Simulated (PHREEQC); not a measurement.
Make-up at 25 °C: 0.054 mol ZnCl2 per kg of water. Closed to the air; pH follows from the charge balance.

Equilibrium calculation in PHREEQC: ion-association model, wateq4f.dat.

Each row changes one thing in this solution. This is a speciation only: nothing precipitates in the calculation.

```json
[
 {"case": "as made", "pH": "5.13", "ionic strength (mol/kgw)": "0.152", "Cl- (mol/kgw)": "0.103"},
 {"case": "diluted 2-fold with water", "pH": "5.30", "ionic strength (mol/kgw)": "[?]", "Cl- (mol/kgw)": "[?]"},
 {"case": "0.084 mol/kgw NaH2PO4 added", "pH": "4.42", "ionic strength (mol/kgw)": "[?]", "Cl- (mol/kgw)": "0.103"},
 {"case": "ZnCl2 replaced by RbCl at the same molality", "pH": "6.99", "ionic strength (mol/kgw)": "0.0540", "Cl- (mol/kgw)": "0.0540"},
 {"case": "diluted 5-fold with water", "pH": "5.52", "ionic strength (mol/kgw)": "0.0317", "Cl- (mol/kgw)": "[?]"},
 {"case": "temperature from 25 to 45 °C", "pH": "4.99", "ionic strength (mol/kgw)": "0.142", "Cl- (mol/kgw)": "0.0975"},
 {"case": "ZnCl2 from 0.054 to 0.0594 mol/kgw", "pH": "5.11", "ionic strength (mol/kgw)": "0.166", "Cl- (mol/kgw)": "0.112"},
 {"case": "ZnCl2 from 0.054 to 0.0054 mol/kgw", "pH": "5.67", "ionic strength (mol/kgw)": "[?]", "Cl- (mol/kgw)": "0.0107"}
]
```

Question: Some entries are withheld; supply them.

Answer: 
- diluted 2-fold with water, ionic strength (mol/kgw): 0.0778
- diluted 2-fold with water, Cl- (mol/kgw): 0.0524
- 0.084 mol/kgw NaH2PO4 added, ionic strength (mol/kgw): 0.237
- diluted 5-fold with water, Cl- (mol/kgw): 0.0213
- ZnCl2 from 0.054 to 0.0054 mol/kgw, ionic strength (mol/kgw): 0.0160

Some of these states are supersaturated (in Zn3(PO4)2:4w, for instance). H3PO4, which wateq4f.dat lacks, is added to it with the constant of phreeqc.dat. Constants without temperature data keep their 25 °C values here. The database has no phosphate complexes of Zn.
